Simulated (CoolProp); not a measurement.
A closed Brayton cycle with nitrogen: compressor inlet 305.15 K and 0.45 MPa, high pressure 1.44 MPa, turbine inlet 740 K, compressor efficiency 0.85, turbine efficiency 0.93, recuperator effectiveness 0.8 (on enthalpy, no pinch check). Each further row changes one setting.

Values from CoolProp's reference Helmholtz-energy equation of state, Span 2000.

```tsv
case	thermal efficiency (%)	net work (kJ/kg)	compressor to turbine work	compressor exit (K)	turbine exit (K)
as stated	[?]	57.1	0.72	446.4	552.2
turbine inlet 690 K	21.0	43.0	0.77	446.4	513.6
compressor inlet 315.15 K	[?]	[?]	0.74	[?]	552.2
high pressure 1.22 MPa	26.4	55.9	0.69	423.4	[?]
recuperator effectiveness 0.5	21.9	57.1	0.72	446.4	552.2
```

Task: Some entries are withheld; supply them.

Result: 
- as stated, thermal efficiency (%): 25.1
- compressor inlet 315.15 K, thermal efficiency (%): 23.3
- compressor inlet 315.15 K, net work (kJ/kg): 52.2
- compressor inlet 315.15 K, compressor exit (K): 460.9
- high pressure 1.22 MPa, turbine exit (K): 575.9
